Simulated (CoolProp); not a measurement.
Computed with CoolProp (reference Helmholtz-energy equation of state, Penoncello 2003).

Question: For CHF3 (R23), give the phase and the density (kg/m³), cv (kJ/(kg K)), isothermal compressibility (1/MPa), expansivity (1/kK) at -114.15 °C and 2680 kPa; -114.15 °C and 10700 kPa.

Answer: 
- -114.15 °C and 2680 kPa: liquid; density 1570, cv 0.720, isothermal compressibility 0.00104, expansivity 2.21
- -114.15 °C and 10700 kPa: liquid; density 1580, cv 0.723, isothermal compressibility 0.000959, expansivity 2.10
